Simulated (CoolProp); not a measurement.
A single-stage vapour-compression cycle with the fluid: evaporating at 276.15 K (dew point), condensing at 332.15 K (bubble point), superheat 2 K, subcooling 0 K, compressor efficiency 0.6, no pressure losses. The same conditions are run with several fluids, on thermodynamics alone (safety and materials aside).

Model: reference Helmholtz-energy equation of state of each fluid (n-perfluorohexane: Gao 2022; ammonia: Gao 2020; n-butane: Bücker 2006; R115: Lemmon 2016; R124: de Vries 1995; fluoroethane (R161): Wu 2012), in CoolProp.

```
fluid                cooling COP  pressure ratio  discharge temperature (K)  refrigerating effect (kJ/kg)  volumetric capacity (kJ/m³)
-------------------  -----------  --------------  -------------------------  ----------------------------  ---------------------------
n-perfluorohexane           1.66            10.6                      332.2                    (withheld)                         61.6
ammonia                     2.32            5.32                      469.7                    (withheld)                         3740
n-butane                    2.23            5.39                      348.8                           247                   (withheld)
R115                        1.51            4.17                      338.9                          44.1                         1630
R124                        2.11            5.34                      349.7                          95.3                         1090
fluoroethane (R161)         2.16            4.40                      378.8                           246                         2740
```

Complete the blanks.


- n-perfluorohexane, refrigerating effect (kJ/kg): 41.0
- ammonia, refrigerating effect (kJ/kg): 984
- n-butane, volumetric capacity (kJ/m³): 749

The compression ends wet for: n-perfluorohexane.
